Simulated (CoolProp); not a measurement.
Vapour-liquid equilibrium of cyclohexane (1) + n-octane (2) at 35.2 kPa; x and y are mole fractions of (1).

The numbers come from the multi-fluid Helmholtz-energy mixture model, Zhou 2014 and Beckmüller 2019; pair parameters Bell 2016 in CoolProp.

**Question.** Give the bubble temperature and the first vapour's composition at x = 0.2, 0.65, 0.95. Is there an azeotrope?

**Answer.** x = 0.2: 350.5 K, y = 0.514; x = 0.65: 331.3 K, y = 0.900; x = 0.95: 323.5 K, y = 0.990. No azeotrope shows between x = 0.05 and 0.95.

Pair parameters are fitted to limited data, so mixtures are less certain than the pure fluids.
